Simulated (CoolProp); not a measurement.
A closed Brayton cycle with carbon dioxide: compressor inlet 320.15 K and 9.5 MPa, high pressure 23.4 MPa, turbine inlet 665 K, compressor efficiency 0.85, turbine efficiency 0.85, recuperator effectiveness 0.9 (on enthalpy, no pinch check). Each further row changes one setting.

Model: reference Helmholtz-energy equation of state, Span 1996, in CoolProp.

```tsv
case	thermal efficiency (%)	net work (kJ/kg)	compressor to turbine work	compressor exit (K)	turbine exit (K)
as stated	25.4	52.4	0.40	376.7	573.0
turbine inlet 615 K	22.8	43.8	0.44	376.7	526.1
compressor inlet 330.15 K	23.3	43.0	0.51	401.6	573.0
high pressure 19.9 MPa	24.4	45.7	0.37	366.4	589.3
recuperator effectiveness 0.5	17.4	52.4	0.40	376.7	573.0
```
